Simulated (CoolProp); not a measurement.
Ethane at 298.15 K and 10.2 MPa flows at 0.35 m/s in a round tube of 12.7 mm bore and 45 µm roughness, fully developed (64/Re and Nu = 3.66 if laminar; Colebrook and Gnielinski if turbulent). Each further row changes one setting.

Model: reference Helmholtz-energy equation of state, Bücker 2006, in CoolProp.

```json
[
 {"case": "as stated", "Reynolds number": "31600", "Darcy friction factor": "0.0308", "pressure drop (Pa/m)": "57.4", "heat-transfer coefficient (W/(m² K))": "1130", "mass flow (kg/h)": "61.7"},
 {"case": "velocity 0.7 m/s", "Reynolds number": "63200", "Darcy friction factor": "0.0292", "pressure drop (Pa/m)": "218", "heat-transfer coefficient (W/(m² K))": "2200", "mass flow (kg/h)": "123"},
 {"case": "diameter 25.4 mm", "Reynolds number": "63200", "Darcy friction factor": "0.0254", "pressure drop (Pa/m)": "23.7", "heat-transfer coefficient (W/(m² K))": "978", "mass flow (kg/h)": "247"}
]
```

Viscosity comes from a separate model (Friend 1991). Thermal conductivity comes from a separate model (Friend 1991).
